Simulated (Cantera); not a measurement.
**Thermodynamics of silicon oxide and oxynitride deposition, feed HMDSO + O₂**

Input: 1 mol HMDSO, 2.7 mol O₂, held at 10000 Pa.

These are equilibrium values from Cantera (NASA tables, ideal gas, pure condensed phases), not measurements of a reactor. Candidate condensed phases: C, C₆H₆, C₇H₈, C₈H₁₈, H₂O, Si, SiC, SiO₂; 123 gas species. The feed counts by its element totals alone. Mutual solubility and eutectic melting of coexisting phases are not modelled. The tables hold silica as quartz up to 1696 K and as liquid above; real silica turns to tridymite and cristobalite and melts near 1996 K. The numbers say what is thermodynamically allowed, not how fast it happens.

```json
[
 {"T (°C)": "825", "log p H₂": "-1.10", "log p CO": "-1.68", "log p SiO": "<-13", "log p CH₄": "-3.65", "log p H₂O": "-3.82", "log p CO₂": "-4.40", "n C(graphite)": "3.60", "n SiO₂(β-quartz)": "2.00", "n SiC(s)": "0"},
 {"T (°C)": "875", "log p H₂": "-1.10", "log p CO": "-1.68", "log p SiO": "-11.59", "log p CH₄": "-3.83", "log p H₂O": "-4.10", "log p CO₂": "-4.75", "n C(graphite)": "3.59", "n SiO₂(β-quartz)": "2.00", "n SiC(s)": "0"},
 {"T (°C)": "925", "log p H₂": "-1.10", "log p CO": "-1.68", "log p SiO": "-10.29", "log p CH₄": "-4.00", "log p H₂O": "-4.36", "log p CO₂": "-5.07", "n C(graphite)": "3.59", "n SiO₂(β-quartz)": "2.00", "n SiC(s)": "0"},
 {"T (°C)": "975", "log p H₂": "-1.10", "log p CO": "-1.68", "log p SiO": "-9.10", "log p CH₄": "-4.16", "log p H₂O": "-4.59", "log p CO₂": "-5.36", "n C(graphite)": "3.60", "n SiO₂(β-quartz)": "2.00", "n SiC(s)": "0"},
 {"T (°C)": "1025", "log p H₂": "-1.10", "log p CO": "-1.68", "log p SiO": "-8.00", "log p CH₄": "-4.30", "log p H₂O": "-4.81", "log p CO₂": "-5.63", "n C(graphite)": "3.60", "n SiO₂(β-quartz)": "2.00", "n SiC(s)": "0"},
 {"T (°C)": "1075", "log p H₂": "-1.10", "log p CO": "-1.68", "log p SiO": "-6.99", "log p CH₄": "-4.44", "log p H₂O": "-5.01", "log p CO₂": "-5.88", "n C(graphite)": "3.60", "n SiO₂(β-quartz)": "2.00", "n SiC(s)": "0"},
 {"T (°C)": "1125", "log p H₂": "-1.10", "log p CO": "-1.68", "log p SiO": "-6.05", "log p CH₄": "-4.57", "log p H₂O": "-5.20", "log p CO₂": "-6.11", "n C(graphite)": "3.60", "n SiO₂(β-quartz)": "2.00", "n SiC(s)": "0"},
 {"T (°C)": "1175", "log p H₂": "-1.10", "log p CO": "-1.68", "log p SiO": "-5.17", "log p CH₄": "-4.68", "log p H₂O": "-5.38", "log p CO₂": "-6.32", "n C(graphite)": "3.60", "n SiO₂(β-quartz)": "2.00", "n SiC(s)": "0"},
 {"T (°C)": "1225", "log p H₂": "-1.11", "log p CO": "-1.66", "log p SiO": "-4.37", "log p CH₄": "-4.80", "log p H₂O": "-5.53", "log p CO₂": "-6.49", "n C(graphite)": "3.42", "n SiO₂(β-quartz)": "1.94", "n SiC(s)": "0.0568"},
 {"T (°C)": "1275", "log p H₂": "-1.19", "log p CO": "-1.46", "log p SiO": "-3.90", "log p CH₄": "-5.15", "log p H₂O": "-5.47", "log p CO₂": "-6.18", "n C(graphite)": "0", "n SiO₂(β-quartz)": "0.789", "n SiC(s)": "1.19"},
 {"T (°C)": "1325", "log p H₂": "-1.19", "log p CO": "-1.46", "log p SiO": "-3.40", "log p CH₄": "-5.46", "log p H₂O": "-5.40", "log p CO₂": "-6.15", "n C(graphite)": "0", "n SiO₂(β-quartz)": "0.763", "n SiC(s)": "1.18"},
 {"T (°C)": "1375", "log p H₂": "-1.19", "log p CO": "-1.46", "log p SiO": "-2.93", "log p CH₄": "-5.76", "log p H₂O": "-5.34", "log p CO₂": "-6.12", "n C(graphite)": "0", "n SiO₂(β-quartz)": "0.690", "n SiC(s)": "1.15"}
]
```
log p: log10 of the partial pressure in bar; n: condensed amount in mol.

From 825 °C to 1175 °C the condensed part is C(graphite) + SiO₂(β-quartz). At 1225 °C the condensed part is C(graphite) + SiC(s) + SiO₂(β-quartz). From 1275 °C to 1375 °C the condensed part is SiC(s) + SiO₂(β-quartz).
